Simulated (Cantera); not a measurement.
A perfectly stirred reactor is fed with CH₄ : H₂O : H₂ = 1 : 0.89 : 0.21 (molar parts), at 100.0 Torr; it is held at 1750 K, and followed from long to short residence time.

Model: GRI-Mech 3.0 (53 species, 325 reactions), integrated in Cantera.

One state of this run: x CH₄ = 0.289; x H₂O = 0.370; x H₂ = 0.273; x C₂H = 2.46e-7; x CO₂ = 5.99e-5. x: mole fraction; the columns are a selection and need not sum to one.

Which value of τ (s) does it belong to?
(A) 0.018
(B) 0.0068
(C) 0.011
(D) 0.13

B, 0.0068
